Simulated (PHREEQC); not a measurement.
Model water analysis in mg/kgw, 55 °C, pH 7.78: Na 3350; K 37.4; Ca 2.52; Mg 45.3; Cl 4690; S(6) as SO4 427; Alkalinity as HCO3 65.7.

Valence states are taken as typed.

Computed with PHREEQC (Pitzer model, pitzer.dat).

No solid was allowed to form.

Problem. What specific conductance does the model give?

Solution. specific conductance 25700 µS/cm.

Problem. In which forms is C present?

Solution. HCO3- 96 %, CO2 2.4 %, CO3-2 1.2 % of the C.

Constants without temperature data keep their 25 °C values here.
